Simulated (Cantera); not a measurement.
# Low-pressure radical oxidation in H2/O2

An isothermal, constant-pressure homogeneous reactor starts with H₂ : O₂ : N₂ = 0.086 : 1 : 0.35 (molar parts), equivalence ratio 0.043, at 1098 K and 27.8 Torr.

Model: the H2/O2 subset of GRI-Mech 3.0, which has no nitrogen chemistry, integrated in Cantera. Radical loss at walls, strong at low pressure, is not modelled. The temperature is held fixed by assumption; the heat of reaction is taken as removed at once.

| t (s) | x H₂ | x O₂ | x H | x HO₂ | x H₂O₂ |
|---|---|---|---|---|---|
| 0.000200 | 0.0599 | 0.696 | 5.08e-9 | 2.72e-9 | 1.35e-12 |
| 0.00112 | 0.0576 | 0.695 | 0.000714 | 8.15e-6 | 2.13e-8 |
| 0.00632 | 0.000546 | 0.679 | 0.00200 | 1.01e-5 | 3.20e-7 |
| 0.0356 | 2.22e-5 | 0.687 | 1.64e-5 | 2.30e-6 | 1.77e-7 |
| 0.200 | 8.55e-7 | 0.687 | 1.54e-7 | 2.03e-7 | 3.93e-8 |
| 1.12 | 6.61e-8 | 0.687 | 3.97e-9 | 2.15e-8 | 6.83e-9 |
| 6.32 | 8.22e-9 | 0.687 | 1.89e-10 | 3.73e-9 | 1.19e-9 |
| 35.6 | 1.33e-9 | 0.687 | 1.28e-11 | 2.38e-9 | 2.23e-10 |
| 200 | 5.00e-10 | 0.687 | 2.96e-12 | 3.22e-9 | 8.90e-11 |
x: mole fraction; the columns are a selection and need not sum to one.

Equilibrium at this temperature and pressure: H₂ 4.89e-10, O₂ 0.687, H 2.86e-12, HO₂ 3.26e-9, H₂O₂ 8.71e-11 (gas phase only).
